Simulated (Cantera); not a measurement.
Mixture: 13.5 % CH4, 1.11 % C2H6, 14.7 % O2, 70.7 % N2, equivalence ratio 2.1, at 1730 Torr, adiabatic and at constant volume. Ignition delay is the time to a rise of 400 K.

Model: GRI-Mech 3.0 (53 species, 325 reactions), integrated in Cantera.

### Question
Predict: delay at 1125 K; delay at 1325 K; delay at 1525 K; delay at 1725 K; delay at 1925 K; apparent activation energy between 1825 and 2025 K.

### Answer
| Property | Value |
|---|---|
| delay at 1125 K | 12.9 ms |
| delay at 1325 K | 1.58 ms |
| delay at 1525 K | 0.214 ms |
| delay at 1725 K | 41.0 µs |
| delay at 1925 K | 13.1 µs |
| apparent activation energy between 1825 and 2025 K | 140 kJ/mol |
